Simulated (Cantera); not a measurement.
An isothermal, constant-pressure homogeneous reactor starts with 16.7 % C3H8, 81.7 % H2, 1.67 % N2, at 1548 K and 0.651 atm.

Model: GRI-Mech 3.0 (53 species, 325 reactions), integrated in Cantera. GRI-Mech 3.0 was tuned for natural gas; its chemistry of propane as a main component is partial and can be far from experiment. GRI-Mech 3.0 stops at C3 and has no aromatics, soot or wall deposition, so with more carbon than oxygen in the feed, carbon stays in small species such as C2H2 where larger ones or solid carbon would form.

Problem. Predict: x(C3H8) at 100 s; x(H2) at 100 s; x(C2H2) at 100 s; x(CH3) at 100 s; x(CH2) at 100 s.

Solution. 
```
Quantity                                            Value
----------------  ---------------------------------------
x(C3H8) at 100 s  4.00e-8 (gas-phase equilibrium 3.76e-8)
x(H2) at 100 s        0.765 (gas-phase equilibrium 0.766)
x(C2H2) at 100 s      0.130 (gas-phase equilibrium 0.124)
x(CH3) at 100 s   7.22e-5 (gas-phase equilibrium 7.07e-5)
x(CH2) at 100 s   2.77e-9 (gas-phase equilibrium 2.71e-9)
```
